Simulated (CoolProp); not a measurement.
A simple Rankine cycle with R1336mzz(E): condensing at 293.15 K, boiler at 1.32 MPa, turbine inlet 372.4 K, turbine efficiency 0.8, pump efficiency 0.7, no recuperator. Each further row changes one setting.

Computed with CoolProp (reference Helmholtz-energy equation of state, Akasaka 2023).

```csv
case,thermal efficiency (%),net work (kJ/kg),heat in (kJ/kg),turbine exit temperature (K),volume ratio over the turbine
as stated,12.1,23.7,196,(withheld),9.48
turbine inlet 392.4 K,12.1,(withheld),218,345.0,8.86
condensing temperature 285.15 K,13.3,27.4,206,317.9,12.8
boiler pressure 0.924 MPa,10.5,21.4,204,335.1,6.03
turbine efficiency 0.7,10.5,20.6,196,(withheld),9.60
```

Fill in the missing entries.


- as stated, turbine exit temperature (K): 323.0
- turbine inlet 392.4 K, net work (kJ/kg): 26.3
- turbine efficiency 0.7, turbine exit temperature (K): 326.6
